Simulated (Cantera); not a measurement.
Charge: 1 mol SiH₄, 0.98 mol O₃, 10 mol H₂, at 725 K and 0.00133 bar.

Method: chemical equilibrium by Gibbs-energy minimisation in Cantera with the NASA 1993 tables (ideal gas, pure condensed phases). Candidate condensed phases: H₂O, Si, SiO₂; 18 gas species. The numbers say what is thermodynamically allowed, not how fast it happens.

Base state: H₂ 0.922, H₂O 0.0783 (mole fractions); condensed: SiO₂(α-quartz).

**Question.** What changes in the equilibrium state with this change: O₃ from 0.98 to 1.6 mol?

**Answer.** 
```json
[
 {"species": "H₂", "before": "0.922", "after": "0.767"},
 {"species": "H₂O", "before": "0.0783", "after": "0.233"},
 {"species": "SiO₂(α-quartz), mol", "before": "1.00", "after": "1.00"}
]
```
